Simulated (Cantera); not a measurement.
A closed system holds: 1 mol SiH2Cl2, 0.095 mol O2, 17 mol H2, at 627 °C and 10000 Pa.

These are equilibrium values from Cantera (NASA tables, ideal gas, pure condensed phases), not measurements of a reactor. Candidate condensed phases: H2O, Si, SiO2; 30 gas species. The tables' values for SiCl3 are old estimates; treat these amounts as uncertain. Rates play no part.

Base state: H2 0.966, SiCl4 0.0184, SiHCl3 0.00936, HCl 0.00538, SiH2Cl2 0.000453, SiCl3 0.000125, SiCl2 4.07e-5 (mole fractions); condensed: Si(s) + SiO2(β-quartz).

### Question
What changes in the equilibrium state with this change: temperature from 627 °C to 450 °C?

### Answer
| species | before | after |
|---|---|---|
| H2 | 0.966 | 0.970 |
| SiCl4 | 0.0184 | 0.0190 |
| SiHCl3 | 0.00936 | 0.0104 |
| HCl | 0.00538 | 0.000530 |
| SiCl2 | 4.07e-5 | 2.27e-7 |
| SiCl3 | 0.000125 | 4.15e-6 |
| Si(s), mol | 0.381 | 0.356 |
| SiO2(β-quartz), mol | 0.0950 | 0 |
| SiO2(α-quartz), mol | 0 | 0.0950 |
